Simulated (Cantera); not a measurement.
A perfectly stirred reactor is fed with CO : O2 : H2O : N2 = 0.012 : 0.0053 : 0.046 : 1 (molar parts), equivalence ratio 1.1, at 5.53 atm; it is held at 1250 K, and followed from long to short residence time.

Detailed kinetics in Cantera: GRI-Mech 3.0 (53 species, 325 reactions).

Predict: x(CO) at τ = 1.40 s; x(O2) at τ = 1.40 s; x(H2O) at τ = 1.40 s; x(H2O2) at τ = 1.40 s; x(NO) at τ = 1.40 s; x(CO) at τ = 12.0 ms; x(O2) at τ = 12.0 ms; x(H2O) at τ = 12.0 ms; x(H2O2) at τ = 12.0 ms; x(NO) at τ = 12.0 ms.


```
Property                   Value
----------------------  --------
x(CO) at τ = 1.40 s     0.000506
x(O2) at τ = 1.40 s      2.65e-5
x(H2O) at τ = 1.40 s      0.0426
x(H2O2) at τ = 1.40 s    2.71e-9
x(NO) at τ = 1.40 s      6.09e-8
x(CO) at τ = 12.0 ms     0.00210
x(O2) at τ = 12.0 ms    0.000645
x(H2O) at τ = 12.0 ms     0.0429
x(H2O2) at τ = 12.0 ms   1.25e-7
x(NO) at τ = 12.0 ms     8.73e-8
```
